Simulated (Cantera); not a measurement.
Gas mixture: 4.13 % C3H8, 39.6 % C2H6, 56.3 % C2H2, at 120 Torr, frozen composition.

Cantera's kinetic-theory transport with the Lennard-Jones parameters of GRI-Mech 3.0, ideal gas; thermal conductivity in the multicomponent form. The composition is frozen, though it would react at the higher temperatures.

One state of this run: ρ (kg/m³) = 0.0254; cp (J/kg/K) = 4195; μ (µPa s) = 44.4; λ (mW/m/K) = 248; Pr = 0.751; D (cm²/s) CH3 = 32.3; D (cm²/s) OH = 43.1; D (cm²/s) H2O = 37.3. D: mixture-averaged diffusion coefficient of that species in the mixture.

### Question
Which value of T (K) does it belong to?
A) 1900
B) 650
C) 1150
D) 2150

### Answer
D, 2150
